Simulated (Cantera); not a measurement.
An isothermal, constant-pressure homogeneous reactor starts with 1.77 % H2, 98.2 % O2, at 1050 K and 20.0 Torr.

Cantera simulation using the H2/O2 subset of GRI-Mech 3.0, which has no nitrogen chemistry; the numbers are that mechanism's predictions, not measurements. Radical loss at walls, strong at low pressure, is not modelled.

One state of this run: x H2 = 9.22e-8; x O2 = 0.982; x H = 2.50e-8; x H2O = 0.0178; x H2O2 = 1.02e-8; x HO2 = 6.73e-8; x OH = 1.94e-5. x: mole fraction; the columns are a selection and need not sum to one.

Problem. Which value of t (s) does it belong to?
A. 0.941
B. 0.00147
C. 0.0127
D. 0.00431

Solution. A, 0.941
